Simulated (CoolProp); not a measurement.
Vapour-liquid equilibrium of methanol (1) + benzene (2) at 0.554 MPa; x and y are mole fractions of (1).

Values from CoolProp's multi-fluid Helmholtz-energy mixture model, de Reuck 1993 and Thol 2012; pair parameters Bell 2016.

```
x     bubble temperature (°C)  y at the bubble point  dew temperature at overall composition x (°C)  liquid density (mol/L)
----  -----------------------  ---------------------  ---------------------------------------------  ----------------------
0.05                    134.6                  0.241                                          145.0                   9.806
0.2                     119.5                  0.499                                          136.9                   10.86
0.35                    115.1                  0.579                                          128.4                   11.98
0.5                     113.4                  0.628                                          119.4                   13.37
0.65                    112.5                  0.685                                          112.9                   15.15
0.8                     112.5                      ?                                              ?                       ?
0.95                    114.0                  0.931                                          114.3                   20.45
```

Question: What belongs in the gaps?

Answer: 
- 0.8, y at the bubble point: 0.777
- 0.8, dew temperature at overall composition x (°C): 112.7
- 0.8, liquid density (mol/L): 17.45

y crosses x between x = 0.65 and 0.8: the model has an azeotrope there.

Pair parameters are fitted to limited data, so mixtures are less certain than the pure fluids.
